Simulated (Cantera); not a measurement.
Equilibrium for silicon carbide growth: SiCl4 + C3H8 + H2

A closed system holds: 1 mol SiCl4, 0.94 mol C3H8, 9.1 mol H2, at 3.20 mbar.

Equilibrium computed with Cantera from the NASA thermochemical tables; the gas is ideal and each condensed phase is pure. Candidate condensed phases: C, C6H6, C7H8, C8H18, Si, SiC; 109 gas species. The tables' values for SiCl, SiCl3 are old estimates; treat these amounts as uncertain. Gases not in the tables: Si2H6 and higher silanes. The numbers say what is thermodynamically allowed, not how fast it happens.

```json
[
 {"T (K)": "1000", "log p H2": "-2.60", "log p H": "-9.95", "log p HCl": "-3.18", "log p Cl": "-10.56", "log p Si": "<-14", "log p SiCl4": "-4.27", "log p SiCl2": "-6.94", "n C(graphite)": "2.07", "n SiC(s)": "0.744"},
 {"T (K)": "1150", "log p H2": "-2.63", "log p H": "-8.44", "log p HCl": "-3.08", "log p Cl": "-8.95", "log p Si": "<-14", "log p SiCl4": "-5.22", "log p SiCl2": "-6.10", "n C(graphite)": "1.86", "n SiC(s)": "0.963"},
 {"T (K)": "1300", "log p H2": "-2.63", "log p H": "-7.27", "log p HCl": "-3.07", "log p Cl": "-7.78", "log p Si": "-12.89", "log p SiCl4": "-6.26", "log p SiCl2": "-5.61", "n C(graphite)": "1.84", "n SiC(s)": "0.983"},
 {"T (K)": "1450", "log p H2": "-2.63", "log p H": "-6.34", "log p HCl": "-3.07", "log p Cl": "-6.87", "log p Si": "-10.74", "log p SiCl4": "-7.12", "log p SiCl2": "-5.25", "n C(graphite)": "1.85", "n SiC(s)": "0.972"},
 {"T (K)": "1600", "log p H2": "-2.63", "log p H": "-5.58", "log p HCl": "-3.08", "log p Cl": "-6.13", "log p Si": "-8.99", "log p SiCl4": "-7.83", "log p SiCl2": "-4.97", "n C(graphite)": "1.87", "n SiC(s)": "0.948"},
 {"T (K)": "1750", "log p H2": "-2.63", "log p H": "-4.95", "log p HCl": "-3.09", "log p Cl": "-5.52", "log p Si": "-7.54", "log p SiCl4": "-8.43", "log p SiCl2": "-4.74", "n C(graphite)": "1.90", "n SiC(s)": "0.914"},
 {"T (K)": "1900", "log p H2": "-2.63", "log p H": "-4.42", "log p HCl": "-3.10", "log p Cl": "-5.01", "log p Si": "-6.33", "log p SiCl4": "-8.97", "log p SiCl2": "-4.57", "n C(graphite)": "1.94", "n SiC(s)": "0.869"},
 {"T (K)": "2050", "log p H2": "-2.64", "log p H": "-3.97", "log p HCl": "-3.13", "log p Cl": "-4.58", "log p Si": "-5.29", "log p SiCl4": "-9.46", "log p SiCl2": "-4.45", "n C(graphite)": "2.00", "n SiC(s)": "0.792"},
 {"T (K)": "2200", "log p H2": "-2.67", "log p H": "-3.59", "log p HCl": "-3.18", "log p Cl": "-4.23", "log p Si": "-4.40", "log p SiCl4": "-9.96", "log p SiCl2": "-4.38", "n C(graphite)": "2.20", "n SiC(s)": "0.513"},
 {"T (K)": "2350", "log p H2": "-2.74", "log p H": "-3.28", "log p HCl": "-3.25", "log p Cl": "-3.93", "log p Si": "-3.93", "log p SiCl4": "-10.71", "log p SiCl2": "-4.63", "n C(graphite)": "2.47", "n SiC(s)": "0"},
 {"T (K)": "2500", "log p H2": "-2.85", "log p H": "-3.02", "log p HCl": "-3.36", "log p Cl": "-3.68", "log p Si": "-3.92", "log p SiCl4": "-11.85", "log p SiCl2": "-5.30", "n C(graphite)": "2.23", "n SiC(s)": "0"}
]
```
log p: log10 of the partial pressure in bar; n: condensed amount in mol.

From 1000 K to 2200 K the condensed part is C(graphite) + SiC(s). From 2350 K to 2500 K the condensed part is C(graphite). The main Si-bearing gas is SiCl4 at 1000 K and Si at 2500 K.
